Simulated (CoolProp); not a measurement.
Vapour pressure (MPa) of n-heptane: the reference equation beside estimates from Tc = 268.1 °C, pc = 2.774 MPa, ω = 0.349.

Model: reference Helmholtz-energy equation of state, Span 2003, in CoolProp. It is a short technical equation, of lower accuracy than the large ones.

| T (°C) | reference | van der Waals | Redlich-Kwong |
|---|---|---|---|
| 105.75 | 0.1252 | … | 0.2428 |
| 111.45 | 0.1465 | 0.6001 | 0.2750 |
| 117.05 | … | 0.6452 | … |
| 122.75 | 0.1970 | 0.6934 | … |
| 128.45 | … | 0.7438 | 0.3894 |
| 134.15 | 0.2605 | 0.7965 | 0.4343 |
| 139.85 | 0.2976 | 0.8515 | … |
| 145.55 | 0.3386 | 0.9089 | 0.5348 |
| 151.15 | 0.3829 | 0.9676 | 0.5896 |

**Question.** Fill in the missing entries.

**Answer.** 
- 105.75, van der Waals: 0.5564
- 117.05, reference: 0.1701
- 117.05, Redlich-Kwong: 0.3096
- 122.75, Redlich-Kwong: 0.3479
- 128.45, reference: 0.2270
- 139.85, Redlich-Kwong: 0.4827

Absolute difference from the reference over all 9 rows, mean and median: van der Waals 236.2 and 227.7 %, Redlich-Kwong 72.5 and 71.5 %.
